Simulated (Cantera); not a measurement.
Input: 1 mol (CH₃)₂SiCl₂, 0.018 mol C₂H₄, 2.4 mol H₂, held at 1.00 bar.

Equilibrium computed with Cantera from the NASA thermochemical tables; the gas is ideal and each condensed phase is pure. Candidate condensed phases: C, C₆H₆, C₇H₈, C₈H₁₈, Si, SiC; 109 gas species. The feed counts by its element totals alone. The tables' values for SiCl₃, SiCl are old estimates; treat these amounts as uncertain. Gases not in the tables: Si₂H₆ and higher silanes. The numbers say what is thermodynamically allowed, not how fast it happens.

x: gas mole fraction; n: condensed amount in mol.

```tsv
T (°C)	x H₂	x HCl	x SiCl₄	x CH₄	x SiCl₂	x SiHCl₃	n C(graphite)	n SiC(s)
727	0.798	0.0694	0.0665	0.0608	4.00e-6	0.00538	1.10	0.591
827	0.805	0.115	0.0508	0.0233	2.91e-5	0.00524	1.23	0.663
927	0.782	0.167	0.0358	0.00966	0.000142	___	1.23	0.747
1027	0.752	0.216	0.0222	0.00445	0.000489	___	1.18	0.828
1127	0.726	0.254	0.0117	0.00228	0.00126	___	1.13	0.891
1227	0.711	0.277	0.00534	0.00130	0.00252	___	1.10	0.927
1327	0.703	0.286	0.00226	0.000808	0.00422	___	1.09	0.940
1427	0.701	0.288	0.000955	0.000539	0.00631	___	1.09	0.939
1527	0.701	0.287	0.000420	0.000379	0.00873	___	1.10	0.930
1627	0.703	0.283	0.000195	0.000278	0.0114	___	1.11	0.916
1727	0.704	0.278	9.55e-5	0.000210	0.0144	___	1.13	0.899
1827	0.705	0.272	4.90e-5	0.000164	0.0174	___	1.14	0.880
```

Q: What belongs in the gaps?

A: 
- 927, x SiHCl₃: 0.00456
- 1027, x SiHCl₃: 0.00352
- 1127, x SiHCl₃: 0.00237
- 1227, x SiHCl₃: 0.00142
- 1327, x SiHCl₃: 0.000801
- 1427, x SiHCl₃: 0.000449
- 1527, x SiHCl₃: 0.000258
- 1627, x SiHCl₃: 0.000153
- 1727, x SiHCl₃: 9.44e-5
- 1827, x SiHCl₃: 6.00e-5
